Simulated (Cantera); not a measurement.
Mixture: H₂ : O₂ : N₂ = 1 : 0.51 : 2.35 (molar parts), at 840000 Pa, adiabatic and at constant volume. Ignition delay is the time to a rise of 400 K.

Cantera simulation using the H2/O2 subset of GRI-Mech 3.0, which has no nitrogen chemistry; the numbers are that mechanism's predictions, not measurements. The hydrogen kinetics of GRI-Mech 3.0 are dated; newer H2 mechanisms differ, most at raised pressure.

**Question.** What does this change do: O2 0.51 to 0.27 parts?

**Answer.** 
```csv
quantity,before,after
delay at 1023 K,5.58 ms,5.67 ms
delay at 1123 K,0.493 ms,0.509 ms
delay at 1223 K,17.2 µs,25.2 µs
delay at 1323 K,4.59 µs,7.10 µs
delay at 1423 K,2.55 µs,3.98 µs
delay at 1523 K,1.72 µs,2.69 µs
delay at 1623 K,1.27 µs,2.02 µs
apparent activation energy between 1423 and 1623 K,67 kJ/mol,65 kJ/mol
```
